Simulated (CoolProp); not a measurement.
Computed with CoolProp (reference Helmholtz-energy equation of state, Lemmon 2013).

Q: Give the vapour pressure (MPa), liquid density (kg/m³), vapour density (kg/m³) of saturated propylene at -33.75, -18.15, 5.25 °C.

A: 
```json
[
 {"T (°C)": "-33.75", "p (MPa)": "0.183", "liquid density (kg/m³)": "593", "vapour density (kg/m³)": "4.09"},
 {"T (°C)": "-18.15", "p (MPa)": "0.326", "liquid density (kg/m³)": "572", "vapour density (kg/m³)": "7.05"},
 {"T (°C)": "5.25", "p (MPa)": "0.681", "liquid density (kg/m³)": "538", "vapour density (kg/m³)": "14.3"}
]
```
